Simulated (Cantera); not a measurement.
**Equilibrium for silicon carbide growth: SiH₄ + C₃H₈ + H₂**

Input: 1 mol SiH₄, 0.03 mol C₃H₈, 760 mol H₂, held at 22000 Pa.

These are equilibrium values from Cantera (NASA tables, ideal gas, pure condensed phases), not measurements of a reactor. Candidate condensed phases: C, C₆H₆, C₇H₈, C₈H₁₈, Si, SiC; 87 gas species. Mutual solubility and eutectic melting of coexisting phases are not modelled. Gases not in the tables: Si₂H₆ and higher silanes. Kinetics and transport are ignored.

| T (K) | log p H₂ | log p H | log p Si | log p SiH | log p SiH₂ | log p C₂H₂ (acetylene) | log p Si₂C | log p Si₂ | n Si(s) | n SiC(s) | n Si(l) |
|---|---|---|---|---|---|---|---|---|---|---|---|
| 1375 | -0.66 | -5.79 | -9.39 | -8.97 | -7.25 | -11.15 | <-12 | <-12 | 0.913 | 0.0864 | 0 |
| 1475 | -0.66 | -5.22 | -8.24 | -8.02 | -6.62 | -10.19 | -11.14 | -11.21 | 0.912 | 0.0868 | 0 |
| 1575 | -0.66 | -4.71 | -7.24 | -7.19 | -6.08 | -9.37 | -9.81 | -9.91 | 0.909 | 0.0871 | 0 |
| 1675 | -0.66 | -4.26 | -6.36 | -6.47 | -5.61 | -8.64 | -8.65 | -8.77 | 0.901 | 0.0872 | 0 |
| 1775 | -0.66 | -3.87 | -5.66 | -5.90 | -5.26 | -7.84 | -7.69 | -7.91 | 0 | 0.0868 | 0.882 |
| 1875 | -0.66 | -3.51 | -5.04 | -5.41 | -4.96 | -7.11 | -6.85 | -7.17 | 0 | 0.0855 | 0.830 |
| 1975 | -0.66 | -3.19 | -4.49 | -4.96 | -4.70 | -6.45 | -6.10 | -6.50 | 0 | 0.0807 | 0.691 |
| 2075 | -0.66 | -2.90 | -3.99 | -4.56 | -4.46 | -5.86 | -5.42 | -5.90 | 0 | 0.0623 | 0.329 |
| 2175 | -0.66 | -2.64 | -3.73 | -4.39 | -4.43 | -5.12 | -5.08 | -5.73 | 0 | 0 | 0 |
| 2275 | -0.67 | -2.40 | -3.67 | -4.42 | -4.59 | -5.01 | -5.43 | -5.95 | 0 | 0 | 0 |
| 2375 | -0.67 | -2.19 | -3.64 | -4.47 | -4.76 | -4.96 | -5.81 | -6.19 | 0 | 0 | 0 |
| 2475 | -0.68 | -1.99 | -3.62 | -4.53 | -4.93 | -4.94 | -6.19 | -6.43 | 0 | 0 | 0 |
log p: log10 of the partial pressure in bar; n: condensed amount in mol.

From 1375 K to 1675 K the condensed part is Si(s) + SiC(s). From 1775 K to 2075 K the condensed part is Si(l) + SiC(s). From 2175 K to 2475 K nothing is condensed. The main Si-bearing gas is SiH₂ at 1375 K and Si at 2475 K.
